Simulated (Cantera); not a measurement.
Charge: 1 mol Ti, 1.2 mol CH4, 1.4 mol H2, at 1325 K and 7.50 Torr.

Equilibrium computed with Cantera from the NASA thermochemical tables; the gas is ideal and each condensed phase is pure. Candidate condensed phases: C, C6H6, C7H8, C8H18, Ti, TiC; 77 gas species. TiC: taken at fixed stoichiometry. Rates play no part.

Base state: H2 1.000, CH4 6.71e-5, H 1.64e-5 (mole fractions); condensed: C(graphite) + TiC(s).

Problem. What changes in the equilibrium state with this change: 0.38 mol Cl2 added?

Solution. 
| species | before | after |
|---|---|---|
| H2 | 1.000 | 0.820 |
| HCl | 0 | 0.180 |
| TiCl3 | 0 | 0.000571 |
| TiCl4 | 0 | 0.000133 |
| CH4 | 6.71e-5 | 4.51e-5 |
| H | 1.64e-5 | 1.48e-5 |
| C(graphite), mol | 0.200 | 0.203 |
| TiC(s), mol | 1.00 | 0.997 |
Further candidate phases: TiCl2, TiCl3, TiCl4.

Problem. What changes in the equilibrium state with this change: temperature from 1325 K to 1673 K?

Solution. 
| species | before | after |
|---|---|---|
| H2 | 1.000 | 0.999 |
| H | 1.64e-5 | 0.00114 |
| C2H2 (acetylene) | 8.51e-7 | 5.69e-5 |
| CH4 | 6.71e-5 | 1.21e-5 |
| C(graphite), mol | 0.200 | 0.200 |
| TiC(s), mol | 1.00 | 1.00 |

Problem. What changes in the equilibrium state with this change: Ti replaced by Ti(OiPr)4?

Solution. 
```csv
species,before,after
H2,1.000,0.816
CO,0,0.183
CH4,6.71e-5,4.48e-5
H2O,0,1.08e-5
H,1.64e-5,1.48e-5
"C(graphite), mol",0.200,8.20
"TiC(s), mol",1.00,1.00
```
The feed counts by its element totals alone. Further candidate phases: H2O, TiO, TiO2, Ti2O3, Ti3O5, Ti4O7.
